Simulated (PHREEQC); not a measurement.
## Arsenic or selenium liquor (model solution)

Dissolve 0.001 mol/kgw H2SeO4, 0.0002 mol/kgw H3PO4 and 0.00021 mol/kgw FeCl3 at 65 °C. Closed to the air; pH follows from the charge balance.

Equilibrium calculation in PHREEQC: ion-association model, wateq4f.dat.

```yaml
pH: 2.69
ionic_strength: 0.00356 mol/kgw
total_alkalinity: -2.62 meq/kg
```

| species | molality | activity | log γ |
|---|---|---|---|
| H+ | 0.00217 | 0.00203 | -0.028 |
| SeO4-2 | 0.000833 | 0.000629 | -0.122 |
| Cl- | 0.000630 | 0.000587 | -0.031 |
| HSeO4- | 0.000167 | 0.000156 | -0.030 |
| H2PO4- | 8.76e-5 | 8.18e-5 | -0.030 |
| FeOH+2 | 8.64e-5 | 6.56e-5 | -0.120 |
| FeH2PO4+2 | 7.50e-5 | 5.71e-5 | -0.119 |
| Fe(OH)2+ | 4.36e-5 | 4.07e-5 | -0.030 |
| H3PO4 | 3.73e-5 | 3.73e-5 | 0.000 |
| Fe+3 | 4.62e-6 | 2.59e-6 | -0.251 |
| FeCl+2 | 1.85e-7 | 1.40e-7 | -0.120 |
| Fe2(OH)2+4 | 8.29e-8 | 2.70e-8 | -0.488 |

No solid was allowed to form. Saturation is exceeded, for instance for Strengite, Hematite (slow to form); the values hold only as long as no solid forms. H3PO4, which wateq4f.dat lacks, is added to it with the constant of phreeqc.dat. Away from 25 °C the constants follow the database's enthalpies or fits; those with neither stay at their 25 °C values.
